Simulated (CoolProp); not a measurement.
Computed with CoolProp (reference Helmholtz-energy equation of state, Gao 2022).

Q: For n-perfluorohexane, give the phase and the density (kg/m³), cp (kJ/(kg K)), expansivity (1/kK), fugacity coefficient at -2.65 °C and 0.174 MPa; -2.65 °C and 0.348 MPa.

A: 
- -2.65 °C and 0.174 MPa: liquid; density 1760, cp 1.00, expansivity 1.59, fugacity coefficient 0.0432
- -2.65 °C and 0.348 MPa: liquid; density 1760, cp 1.00, expansivity 1.58, fugacity coefficient 0.0219
